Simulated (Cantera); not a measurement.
BN + Cl2 + N2 (nitride etching)

A closed system holds: 1 mol BN, 3.1 mol Cl2, 33 mol N2, equilibrated at 452 °C and 90.0 Torr.

These are equilibrium values from Cantera (NASA tables, ideal gas, pure condensed phases), not measurements of a reactor. Candidate condensed phases: B, BN; 10 gas species. Kinetics and transport are ignored.

The x(N2) is 0.928 and the x(Cl2) is 0.0443. The x(BCl3) is 0.0277, the gas amount is 36.10 mol and the log10 activity of B(s) (absent) is -25.47.
